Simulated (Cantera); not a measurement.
## Boron, boron nitride and boron oxide: borazine + NH3 + H2

Charge: 1 mol borazine, 4.2 mol NH3, 5.2 mol H2, at 0.000420 bar.

Equilibrium computed with Cantera from the NASA thermochemical tables; the gas is ideal and each condensed phase is pure. Candidate condensed phases: B, BN; 15 gas species. The feed counts by its element totals alone. Mutual solubility and eutectic melting of coexisting phases are not modelled. The tables' values for BH2 are old estimates; treat these amounts as uncertain. The numbers say what is thermodynamically allowed, not how fast it happens.

```tsv
T (K)	log p H2	log p N2	log p H	log p BH2	log p B	log p BH	log p BN	log p BH3	n BN(s)	n B(s)
1698	-3.44	-4.28	-5.56	-8.64	-10.43	-11.23	-12.13	-10.99	3.00	0
1748	-3.44	-4.28	-5.36	-8.25	-9.73	-10.63	-11.50	-10.70	3.00	0
1798	-3.44	-4.28	-5.17	-7.89	-9.06	-10.06	-10.90	-10.42	3.00	0
1848	-3.45	-4.28	-5.00	-7.55	-8.42	-9.53	-10.34	-10.16	3.00	0
1898	-3.45	-4.28	-4.83	-7.22	-7.82	-9.02	-9.80	-9.92	3.00	0
1948	-3.46	-4.28	-4.68	-6.92	-7.26	-8.55	-9.30	-9.70	2.88	0.109
1998	-3.51	-4.09	-4.55	-6.84	-6.89	-8.28	-8.89	-9.71	0	2.99
```
log p: log10 of the partial pressure in bar; n: condensed amount in mol.

From 1698 K to 1898 K the condensed part is BN(s). At 1948 K the condensed part is B(s) + BN(s). At 1998 K the condensed part is B(s).
